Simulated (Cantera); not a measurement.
A perfectly stirred reactor is fed with NH3 : N2 : H2 = 1 : 5.7 : 0.098 (molar parts), at 89000 Pa; it is held at 1700 K, and followed from long to short residence time.

Model: the gas-phase N/H chemistry of the illustrative SiF4/NH3 mechanism in the Surface Chemkin manual (1991), integrated in Cantera. Walls and surfaces, which speed up NH3 decomposition in real reactors, are not modelled.

Predict: x(NH3) at τ = 1.60 s; x(N2H2) at τ = 1.60 s; x(NH2) at τ = 1.60 s; x(H2) at τ = 1.60 s; x(NH) at τ = 1.60 s; x(NH3) at τ = 0.110 s; x(N2H2) at τ = 0.110 s; x(NH2) at τ = 0.110 s; x(H2) at τ = 0.110 s; x(NH) at τ = 0.110 s.


```
Property                  Value
----------------------  -------
x(NH3) at τ = 1.60 s     0.0833
x(N2H2) at τ = 1.60 s   7.09e-8
x(NH2) at τ = 1.60 s    4.77e-5
x(H2) at τ = 1.60 s      0.0970
x(NH) at τ = 1.60 s     5.95e-7
x(NH3) at τ = 0.110 s     0.138
x(N2H2) at τ = 0.110 s  1.53e-7
x(NH2) at τ = 0.110 s   7.38e-5
x(H2) at τ = 0.110 s     0.0260
x(NH) at τ = 0.110 s    6.93e-7
```
